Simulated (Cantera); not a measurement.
# Adiabatic ignition

An adiabatic, constant-pressure homogeneous reactor starts with C3H8 : O2 : N2 = 1 : 3.57 : 13.4 (molar parts), at 1575 K and 1000000 Pa.

Computed with Cantera and GRI-Mech 3.0 (53 species, 325 reactions). GRI-Mech 3.0 was tuned for natural gas; its chemistry of propane as a main component is partial and can be far from experiment.

```tsv
t (s)	T (K)	x C3H8	x O2	x CO2	x CH2CO	x C2H2
1.00e-6	1568	0.0536	0.198	3.05e-6	2.81e-6	5.40e-7
3.16e-6	1569	0.0461	0.193	3.84e-5	9.95e-5	1.69e-5
1.00e-5	2075	5.08e-5	0.0922	0.00435	0.00856	0.00712
3.16e-5	2967	<1e-12	0.00176	0.0443	<1e-12	<1e-12
0.000100	2963	<1e-12	0.00160	0.0440	<1e-12	<1e-12
0.000316	2957	<1e-12	0.00150	0.0436	<1e-12	<1e-12
0.00100	2957	<1e-12	0.00149	0.0436	<1e-12	<1e-12
0.00316	2957	<1e-12	0.00149	0.0436	<1e-12	<1e-12
0.0100	2957	<1e-12	0.00149	0.0436	<1e-12	<1e-12
0.0316	2957	<1e-12	0.00149	0.0436	<1e-12	<1e-12
0.100	2957	<1e-12	0.00149	0.0436	<1e-12	<1e-12
```
x: mole fraction; the columns are a selection and need not sum to one.

```
Property                                                             Value
---------------------------------  ---------------------------------------
time of steepest temperature rise                                  10.4 µs
temperature at 0.100 s                                              2957 K
equilibrium temperature                                             2957 K
x(C3H8) at 0.100 s                   <1e-12 (gas-phase equilibrium <1e-12)
x(O2) at 0.100 s                   0.00149 (gas-phase equilibrium 0.00149)
x(CO2) at 0.100 s                    0.0436 (gas-phase equilibrium 0.0436)
```
